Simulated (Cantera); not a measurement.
Feed: 1 mol HBr, 0.58 mol H2, at 0.133 bar.

Cantera equilibrium calculation (NASA polynomials, part measured and part estimated; ideal gas, pure solids and liquids). Candidate condensed phases: Br2; 5 gas species. Equilibrium is a limit: real reactors are often held back by kinetics, nucleation or transport. All values below are at 2402 °C.

Base state: H2 0.408, Br 0.324, HBr 0.177, H 0.0904, Br2 0.000128 (mole fractions); condensed: gas only.

Question: What changes in the equilibrium state with this change: HBr replaced by S?

Answer: 
| species | before | after |
|---|---|---|
| H2 | 0.408 | 0.388 |
| S2 | 0 | 0.305 |
| S | 0 | 0.132 |
| Br | 0.324 | 0 |
| HBr | 0.177 | 0 |
| SH | 0 | 0.0751 |
| H2S | 0 | 0.0117 |
| H | 0.0904 | 0.0881 |
| Br2 | 0.000128 | 0 |
Further candidate phases: S.
